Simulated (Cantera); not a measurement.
Cantera run:

```python
import numpy as np
import cantera as ct

gas_names = [...]  # 109 gases of nasa_gas.yaml made of C, Cl, H, Si
cond_names = """
    C(gr) C6H6(L) C7H8(L) C8H18(L),n-octa Si(cr) Si(L) SiC(b)
""".split()


# ... load() reads the species with a 1 bar reference pressure and builds the phases ...
atoms = {
    'SiH2Cl2': {'Si': 1, 'H': 2, 'CL': 2},
    'C3H8': {'C': 3, 'H': 8},
    'H2': {'H': 2},
}
top_T = {'C(gr)': 4500, 'SiC(b)': 3050}  # K; cautious upper limits of use, not melting points


# ... equilibrate(T, P, feed) seeds the gas with the atoms and calls Mixture.equilibrate('TP', solver="vcs", rtol=1e-11, max_steps=5000) ...
results = []
feed = {'SiH2Cl2': 1, 'C3H8': 0.92, 'H2': 64}  # mol
P = 53000  # Pa
for T in [1300, 1500, 1700, 1900, 2100, 2300, 2500]:
    mix = equilibrate(T, P, feed)
    results.append((T, P, feed, dict(zip(mix.species_names, mix.species_moles))))
    x = sorted(zip(gas.X, gas.species_names), reverse=True)
    print(f"T = {T:g} K  P = {P:g} Pa  gas = {mix.phase_moles(0):.4g} mol")
    print("   x: " + "  ".join(f"{s} {v:.3e}" for v, s in x if v > 1e-06))
    print("   condensed (mol): " + ("  ".join(f"{mix.phase(i).name} {mix.phase_moles(i):.4g}"
          for i in range(1, mix.n_phases) if mix.phase_moles(i) > 1e-12) or "none"))
```

It prints:

```
T = 1300 K  P = 53000 Pa  gas = 69.41 mol
   x: H2 9.673e-01  HCL 2.878e-02  CH4 3.900e-03  SiCL2 6.756e-06  SiHCL3 3.430e-06  SiCL4 2.239e-06  SiCL3 1.597e-06  H 1.495e-06
   condensed (mol): C(gr) 1.49  SiC(b) 0.999
T = 1500 K  P = 53000 Pa  gas = 69.59 mol
   x: H2 9.700e-01  HCL 2.869e-02  CH4 1.281e-03  H 2.381e-05  SiCL2 1.986e-05  C2H2,acetylene 8.753e-06  C2H4 1.282e-06  SiCL3 1.049e-06
   condensed (mol): C(gr) 1.671  SiC(b) 0.9985
T = 1700 K  P = 53000 Pa  gas = 69.65 mol
   x: H2 9.705e-01  HCL 2.862e-02  CH4 5.468e-04  H 1.994e-04  C2H2,acetylene 7.124e-05  SiCL2 4.484e-05  CL 4.571e-06  CH3 2.285e-06  C2H4 1.786e-06
   condensed (mol): C(gr) 1.715  SiC(b) 0.9968
T = 1900 K  P = 53000 Pa  gas = 69.7 mol
   x: H2 9.697e-01  HCL 2.850e-02  H 1.073e-03  C2H2,acetylene 3.702e-04  CH4 2.801e-04  SiCL2 8.419e-05  CL 2.381e-05  CH3 6.213e-06  C2H4 2.310e-06  SiH2 2.100e-06
   condensed (mol): C(gr) 1.694  SiC(b) 0.9938
T = 2100 K  P = 53000 Pa  gas = 69.82 mol
   x: H2 9.657e-01  HCL 2.827e-02  H 4.206e-03  C2H2,acetylene 1.395e-03  CH4 1.630e-04  SiCL2 1.381e-04  CL 9.059e-05  Si 1.962e-05  CH3 1.384e-05  SiH2 1.373e-05  SiCL 7.720e-06  SiH 7.617e-06  C2H4 2.825e-06  SiC2 1.265e-06
   condensed (mol): C(gr) 1.565  SiC(b) 0.9867
T = 2300 K  P = 53000 Pa  gas = 70.16 mol
   x: H2 9.540e-01  HCL 2.778e-02  H 1.298e-02  C2H2,acetylene 4.123e-03  CL 2.723e-04  Si 2.525e-04  SiCL2 2.036e-04  CH4 1.033e-04  SiH 6.593e-05  SiH2 6.391e-05  SiCL 4.411e-05  SiC2 3.485e-05  CH3 2.640e-05  Si2C 2.052e-05  C4H2 7.295e-06  C2H4 3.278e-06  C2H 2.534e-06  C2H2,vinylidene 1.536e-06
   condensed (mol): C(gr) 1.212  SiC(b) 0.9503
T = 2500 K  P = 53000 Pa  gas = 71.12 mol
   x: H2 9.251e-01  H 3.322e-02  HCL 2.671e-02  C2H2,acetylene 1.001e-02  Si 2.146e-03  CL 6.778e-04  SiC2 5.566e-04  SiH 3.970e-04  Si2C 3.070e-04  SiCL2 2.723e-04  SiH2 2.267e-04  SiCL 1.865e-04  CH4 6.804e-05  C4H2 4.471e-05  CH3 4.394e-05  C2H 2.580e-05  Si2 1.372e-05  C2H2,vinylidene 7.800e-06  C2H4 3.566e-06  C2HCL 3.312e-06  CH2 3.267e-06  C3H3,propargyl 1.324e-06  C2H3,vinyl 1.282e-06
   condensed (mol): C(gr) 0.5231  SiC(b) 0.685
```

Equilibrium computed with Cantera from the NASA thermochemical tables; the gas is ideal and each condensed phase is pure. The tables' values for SiCl are old estimates; treat these amounts as uncertain. Gases not in the tables: Si2H6 and higher silanes.
